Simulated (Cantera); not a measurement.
Cantera run, input and output.

```python
import numpy as np
import cantera as ct

gas = ct.Solution("gri30.yaml")
gas.TPX = 1850, 14, {'C2H6': 1, 'N2': 6.7}
inlet = ct.Reservoir(gas, clone=True)

reactor = ct.IdealGasConstPressureReactor(gas, energy="off", clone=False)
exhaust = ct.Reservoir(gas, clone=True)
tau = [6.7, 1.9, 0.56, 0.16, 0.047, 0.014, 0.0039, 0.0011, 0.00033][0]
for a, b in ((inlet, reactor), (reactor, exhaust)):
    ct.MassFlowController(a, b, mdot=lambda t: reactor.mass / tau)
net = ct.ReactorNet([reactor])
show = ['C2H6', 'CH4', 'C2H4', 'H', 'HCN', 'H2']

rows = []
print(f"{'tau/s':>10s}{'T/K':>9s}" + "".join(f"{s:>11s}" for s in show))
for tau in [6.7, 1.9, 0.56, 0.16, 0.047, 0.014, 0.0039, 0.0011, 0.00033]:
    net.initial_time = 0.0
    net.advance(30 * tau)
    before = gas.X
    net.advance(40 * tau)
    drift = np.max(np.abs(gas.X - before) / (gas.X + 1e-9))
    rows.append([gas.T, *gas[show].X, drift])
    print(f"{tau:10.3e}{gas.T:9.1f}" + "".join(f"{x:11.3e}" for x in gas[show].X))
```

It prints:

```
     tau/s      T/K       C2H6        CH4       C2H4          H        HCN         H2
 6.700e+00   1850.0  1.213e-04  1.265e-02  8.229e-04  2.638e-03  1.439e-04  1.840e-01
 1.900e+00   1850.0  4.120e-04  2.006e-02  2.431e-03  2.898e-03  7.521e-05  1.694e-01
 5.600e-01   1850.0  1.336e-03  2.838e-02  6.387e-03  3.199e-03  3.999e-05  1.480e-01
 1.600e-01   1850.0  4.454e-03  3.431e-02  1.512e-02  3.425e-03  2.054e-05  1.174e-01
 4.700e-02   1850.0  1.431e-02  3.052e-02  2.732e-02  3.297e-03  9.984e-06  7.966e-02
 1.400e-02   1850.0  4.137e-02  1.572e-02  2.780e-02  2.506e-03  3.717e-06  3.973e-02
 3.900e-03   1850.0  8.874e-02  3.424e-03  8.123e-03  1.139e-03  5.205e-07  9.214e-03
 1.100e-03   1850.0  1.177e-01  4.216e-04  3.720e-04  1.668e-04  3.916e-09  4.809e-04
 3.300e-04   1850.0  1.262e-01  4.310e-05  8.080e-06  1.108e-05  2.584e-12  1.012e-05
```

Model: GRI-Mech 3.0 (53 species, 325 reactions), integrated in Cantera. GRI-Mech 3.0 stops at C3 and has no aromatics, soot or wall deposition, so with more carbon than oxygen in the feed, carbon stays in small species such as C2H2 where larger ones or solid carbon would form. Radical loss at walls, strong at low pressure, is not modelled.
